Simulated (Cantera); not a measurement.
# Ta + O₂ + N₂ (tantalum, niobium, vanadium and zirconium in process gases)

A closed system holds: 1 mol Ta, 7.5 mol O₂, 31 mol N₂, held at 5.90 bar.

Equilibrium computed with Cantera from the NASA thermochemical tables; the gas is ideal and each condensed phase is pure. Candidate condensed phases: Ta, Ta₂O₅; 12 gas species. Kinetics and transport are ignored.

| T (K) | log p N₂ | log p O₂ | log p NO | log p O | log p NO₂ | log p N₂O | n Ta₂O₅(s) | n Ta₂O₅(l) |
|---|---|---|---|---|---|---|---|---|
| 1373 | 0.69 | -0.01 | -2.47 | -6.21 | -4.22 | -6.27 | 0.500 | 0 |
| 1473 | 0.69 | -0.01 | -2.24 | -5.56 | -4.13 | -6.05 | 0.500 | 0 |
| 1573 | 0.69 | -0.01 | -2.03 | -4.98 | -4.06 | -5.86 | 0.500 | 0 |
| 1673 | 0.69 | -0.01 | -1.85 | -4.48 | -3.99 | -5.68 | 0.500 | 0 |
| 1773 | 0.69 | -0.01 | -1.69 | -4.03 | -3.93 | -5.53 | 0.500 | 0 |
| 1873 | 0.69 | -0.01 | -1.55 | -3.63 | -3.88 | -5.39 | 0.500 | 0 |
| 1973 | 0.69 | -0.01 | -1.42 | -3.27 | -3.83 | -5.27 | 0.500 | 0 |
| 2073 | 0.69 | -0.02 | -1.30 | -2.95 | -3.79 | -5.16 | 0 | 0.500 |
log p: log10 of the partial pressure in bar; n: condensed amount in mol.

From 1373 K to 1973 K the condensed part is Ta₂O₅(s). At 2073 K the condensed part is Ta₂O₅(l).
